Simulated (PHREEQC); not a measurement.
Consider water at 35 °C with 0.015 mol/kgw NH4HF2 and 0.0026 mol/kgw (NH4)2SiF6. Closed to the air; pH follows from the charge balance.

The numbers come from PHREEQC with the ion-association model, wateq4f.dat.

The pH comes out as 3.25. The ionic strength comes out as 0.0234 mol/kgw and the total alkalinity is -25.4 meq/kg.

```
species  molality  activity   log γ
-------  --------  --------  ------
NH4+       0.0202    0.0174  -0.065
F-         0.0149    0.0127  -0.068
HF         0.0129    0.0130   0.002
SiF6-2    0.00260   0.00145  -0.254
HF2-     0.000793  0.000678  -0.068
H+       0.000645  0.000568  -0.055
H2F2     0.000304  0.000306   0.002
NH3       3.45e-8   3.45e-8   0.000
H4SiO4    5.24e-9   5.27e-9   0.002
```

This is a speciation only: nothing precipitates in the calculation. SiF6-2 is the database's only silicon fluoride.
